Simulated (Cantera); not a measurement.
Feed: 1 mol SiC, 0.0046 mol H₂O, 16 mol N₂, held at 0.100 Pa.

Cantera equilibrium calculation (NASA polynomials, part measured and part estimated; ideal gas, pure solids and liquids). Candidate condensed phases: C, C₆H₆, C₇H₈, C₈H₁₈, H₂O, Si, SiC, SiO₂, Si₂N₂O, Si₃N₄; 151 gas species. The numbers say what is thermodynamically allowed, not how fast it happens.

At 1425 K, list the 6 most abundant gas species with their mole fractions, and the condensed phases.

N₂ 0.999, H₂ 0.000235, CO 0.000212, Si 0.000137, H 0.000105, SiO 7.53e-5. Condensed: SiC(s).
